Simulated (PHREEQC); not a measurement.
Dissolve 0.051 mol/kgw CuCl2, 0.00089 mol/kgw NaOH and 0.012 mol/kgw Al2(SO4)3 at 25 °C. Closed to the air; pH follows from the charge balance.

All values are PHREEQC results (ion-association model, phreeqc.dat), not measurements.

The ionic strength comes out as 0.196 mol/kgw. What activity coefficients do CuCl+, H+, Na+, NaSO4-, Al+3 get?

CuCl+ 0.72, H+ 0.80, Na+ 0.75, NaSO4- 0.75, Al+3 0.13.

Precipitation was switched off in this run. The solution is supersaturated, for example in Gibbsite (slow to form), so a real one may precipitate; this is no full list.
